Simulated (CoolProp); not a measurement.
Computed with CoolProp (reference Helmholtz-energy equation of state, de Reuck 1993).

Q: For methanol, give the phase and the cp (kJ/(kg K)), conductivity (mW/(m K)) at 220.9 K and 0.101 MPa; 293.6 K and 0.101 MPa.

A: 
- 220.9 K and 0.101 MPa: liquid; cp 2.24, conductivity 215
- 293.6 K and 0.101 MPa: liquid; cp 2.51, conductivity 201

Thermal conductivity comes from a separate model (Sykioti 2013).
